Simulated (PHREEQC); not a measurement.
Consider water at 85 °C with 6.4e-05 mol/kgw Ca(HCO3)2, 1.9e-05 mol/kgw CO2 and 3.8e-05 mol/kgw MgSO4. Closed to the air; pH follows from the charge balance.

All values are PHREEQC results (ion-association model, phreeqc.dat), not measurements.

| quantity | before | after |
|---|---|---|
| pH | 7.07 | 8.13 |
| ionic strength (mol/kgw) | 0.000338 | 0.000274 |
| HCO3- (mol/kgw) | 0.000123 | 8.07e-5 |
| Mg+2 (mol/kgw) | 3.68e-5 | 3.55e-5 |
| SO4-2 (mol/kgw) | 3.66e-5 | 3.70e-5 |
| CO2 (mol/kgw) | 2.31e-5 | 1.34e-6 |

**Question.** What was changed between the two runs?
A) diluted 5-fold with water
B) 8.2e-06 mol/kgw NaHCO3 added
C) Ca(HCO3)2 replaced by K2CO3 at the same molality
D) CO2 from 1.9e-05 to 1.71e-05 mol/kgw

**Answer.** C, Ca(HCO3)2 replaced by K2CO3 at the same molality

This is a speciation only: nothing precipitates in the calculation. At this temperature some constants are extrapolated from 25 °C, and those without enthalpy data are left unchanged.
